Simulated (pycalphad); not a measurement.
CALPHAD calculation (pycalphad, COST 507 light-alloy database (1999)), 1 atm. The data set is of 1999 and partly superseded.

Molar enthalpy of Al-13.06Mn-10.16Si (wt.%) in equilibrium (SER reference):

```csv
T (°C),H (kJ/mol),phases
1577,56.31,LIQUID
1477,53.07,LIQUID
1377,49.83,LIQUID
1277,46.59,LIQUID
1177,43.35,LIQUID
1077,40.13,LIQUID
977,36.92,LIQUID
927,35.32,LIQUID
877,33.73,LIQUID
777,27.19,LIQUID + ALMNSI_BETA
677,18.39,LIQUID + ALMNSI_ALPHA
577,12.65,LIQUID + ALMNSI_ALPHA + FCC_A1
527,4.96,FCC_A1 + ALMNSI_ALPHA + DIAMOND_A4
477,3.35,FCC_A1 + ALMNSI_ALPHA + DIAMOND_A4
377,0.30,FCC_A1 + ALMNSI_ALPHA + DIAMOND_A4
277,-2.56,FCC_A1 + ALMNSI_ALPHA + DIAMOND_A4
```

Cooling from 877 °C to 527 °C, across the freezing range, releases 28.8 kJ/mol, or 991 J/g. The slope is 32 J/(mol K) in the liquid and 32 J/(mol K) just below the solidus, where it includes any heat of precipitation. Liquidus 839 °C, solidus 576 °C. Changes were sought between steps of 50 K, so a narrower field can be missed.

Database names, with the compositions (at.%) that they take in these runs: ALMNSI_BETA: Al 64 Mn 23 Si 13; ALMNSI_ALPHA: Al 70 Mn 17 Si 12. FCC_A1 is fcc; DIAMOND_A4 is diamond (Si).
